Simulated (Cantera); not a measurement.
## Moist CO burnout

A perfectly stirred reactor is fed with 0.365 % CO, 0.810 % O2, 0.0474 % H2O, 98.8 % N2, at 6600 Torr; it is held at 1323 K, and followed from long to short residence time.

Cantera simulation using GRI-Mech 3.0 (53 species, 325 reactions); the numbers are that mechanism's predictions, not measurements.

```csv
τ (s),x CO,x O2,x H2O,x NO,x H2O2,x HO2,x H
10,1.33e-5,0.00629,0.000474,1.20e-6,1.81e-10,6.39e-8,2.65e-9
3.2,3.35e-5,0.00630,0.000474,1.35e-6,3.08e-10,1.44e-7,7.04e-9
1.0,8.78e-5,0.00632,0.000474,1.53e-6,6.08e-10,3.14e-7,1.90e-8
0.34,0.000213,0.00639,0.000473,1.55e-6,1.37e-9,5.99e-7,4.70e-8
0.11,0.000508,0.00653,0.000473,1.25e-6,3.36e-9,1.06e-6,1.15e-7
0.035,0.00110,0.00682,0.000471,7.08e-7,7.38e-9,1.65e-6,2.54e-7
0.011,0.00200,0.00727,0.000470,2.50e-7,1.29e-8,2.24e-6,4.55e-7
0.0036,0.00286,0.00770,0.000469,5.31e-8,1.70e-8,2.60e-6,5.94e-7
```
x: mole fraction; the columns are a selection and need not sum to one.
